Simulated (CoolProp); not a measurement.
Vapour-liquid equilibrium of ethylene (1) + n-butane (2) at 0.0297 MPa; x and y are mole fractions of (1).

The numbers come from the multi-fluid Helmholtz-energy mixture model, Smukala 2000 and Bücker 2006; pair parameters Bell 2016 in CoolProp.

### Question
Give the bubble temperature and the first vapour's composition at x = 0.15, 0.25, 0.45. Is there an azeotrope?

### Answer
x = 0.15: 177.6 K, y = 0.992; x = 0.25: 171.3 K, y = 0.996; x = 0.45: 164.0 K, y = 0.999. No azeotrope shows between x = 0.05 and 0.95.

Pair parameters are fitted to limited data, so mixtures are less certain than the pure fluids. The gap from Raoult's law changes sign with composition, which may be real or a fault of the pair parameters; it wasn't checked against measurements.
